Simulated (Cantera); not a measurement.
**Low-pressure radical oxidation in H2/O2**

An isothermal, constant-pressure homogeneous reactor starts with H2 : O2 = 0.042 : 1 (molar parts), equivalence ratio 0.021, at 1275 K and 0.00671 atm.

Cantera simulation using the H2/O2 subset of GRI-Mech 3.0, which has no nitrogen chemistry; the numbers are that mechanism's predictions, not measurements. Radical loss at walls, strong at low pressure, is not modelled. The temperature is held fixed by assumption; the heat of reaction is taken as removed at once.

| t (s) | x H2 | x O2 | x H2O2 | x H2O | x H |
|---|---|---|---|---|---|
| 5.00e-6 | 0.0403 | 0.960 | <1e-12 | <1e-12 | 3.31e-10 |
| 1.53e-5 | 0.0403 | 0.960 | <1e-12 | 4.32e-12 | 9.36e-10 |
| 4.66e-5 | 0.0403 | 0.960 | <1e-12 | 1.06e-10 | 2.37e-9 |
| 0.000142 | 0.0403 | 0.960 | 2.14e-12 | 2.17e-9 | 5.52e-9 |
| 0.000434 | 0.0403 | 0.960 | 1.98e-11 | 4.16e-8 | 2.17e-8 |
| 0.00133 | 0.0403 | 0.960 | 1.80e-10 | 2.49e-6 | 6.86e-7 |
| 0.00405 | 0.0156 | 0.940 | 8.96e-8 | 0.0190 | 0.00517 |
| 0.0124 | 0.000564 | 0.926 | 3.19e-8 | 0.0356 | 0.00474 |
| 0.0377 | 0.000514 | 0.929 | 3.20e-8 | 0.0362 | 0.00407 |
| 0.115 | 0.000391 | 0.937 | 3.16e-8 | 0.0374 | 0.00262 |
| 0.351 | 0.000191 | 0.948 | 2.82e-8 | 0.0392 | 0.000860 |
| 1.07 | 4.72e-5 | 0.956 | 1.84e-8 | 0.0405 | 0.000103 |
| 3.28 | 7.36e-6 | 0.958 | 7.80e-9 | 0.0409 | 6.31e-6 |
| 10.0 | 1.13e-6 | 0.959 | 2.47e-9 | 0.0411 | 3.79e-7 |
x: mole fraction; the columns are a selection and need not sum to one.

Equilibrium at this temperature and pressure: H2 2.83e-8, O2 0.959, H2O2 1.50e-10, H2O 0.0411, H 1.51e-9 (gas phase only).
